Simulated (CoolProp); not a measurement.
Computed with CoolProp (reference Helmholtz-energy equation of state, Wagner 2002).

Task: Give the vapour pressure (MPa), liquid density (kg/m³), vapour density (kg/m³), surface tension (mN/m) of saturated water at 201.75, 212.25, 254.15 °C.

Result: 
| T (°C) | p (MPa) | liquid density (kg/m³) | vapour density (kg/m³) | surface tension (mN/m) |
|---|---|---|---|---|
| 201.75 | 1.61 | 863 | 8.14 | 37.1 |
| 212.25 | 1.99 | 850 | 10.0 | 34.7 |
| 254.15 | 4.26 | 793 | 21.5 | 24.9 |

Surface tension comes from a separate correlation (Mulero 2012).
